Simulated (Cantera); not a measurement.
# Thermodynamics of tantalum, niobium, vanadium and zirconium in process gases, feed Ta(OEt)₅ + CH₄

Input: 1 mol Ta(OEt)₅, 0.61 mol CH₄, equilibrated at 10.0 mbar.

Equilibrium computed with Cantera from the NASA thermochemical tables; the gas is ideal and each condensed phase is pure. Candidate condensed phases: C, C₆H₆, C₇H₈, C₈H₁₈, H₂O, Ta, TaC, Ta₂O₅; 113 gas species. The feed counts by its element totals alone. TaC: taken at fixed stoichiometry. Condensed phases not in the tables: Ta₂C. The numbers say what is thermodynamically allowed, not how fast it happens.

```
T (°C)   x H₂     x H   x CO  x C₂H₂ (acetylene)      x C₃  n C(graphite)  n TaC(s)
------  -----  ------  -----  ------------------  --------  -------------  --------
1875    0.701  0.0349  0.262             0.00134   8.21e-8           4.56      1.00
1925    0.691  0.0463  0.261             0.00175   2.32e-7           4.54      1.00
1975    0.678  0.0605  0.259             0.00225   6.25e-7           4.52      1.00
2025    0.662  0.0780  0.257             0.00283   1.61e-6           4.50      1.00
2075    0.644  0.0991  0.254             0.00352   3.99e-6           4.47      1.00
2125    0.621   0.124  0.251             0.00429   9.48e-6           4.43      1.00
2175    0.595   0.154  0.247             0.00514   2.17e-5           4.39      1.00
2225    0.564   0.187  0.242             0.00605   4.82e-5           4.35      1.00
2275    0.530   0.225  0.237             0.00700  0.000103           4.29      1.00
2325    0.493   0.267  0.231             0.00793  0.000215           4.23      1.00
2375    0.452   0.313  0.225             0.00881  0.000435           4.15      1.00
2425    0.409   0.361  0.218             0.00958  0.000857           4.05      1.00
2475    0.365   0.410  0.212              0.0102   0.00164           3.92      1.00
2525    0.320   0.459  0.204              0.0106   0.00308           3.72      1.00
```
x: gas mole fraction; n: condensed amount in mol.

From 1875 °C to 2525 °C the condensed part is C(graphite) + TaC(s).
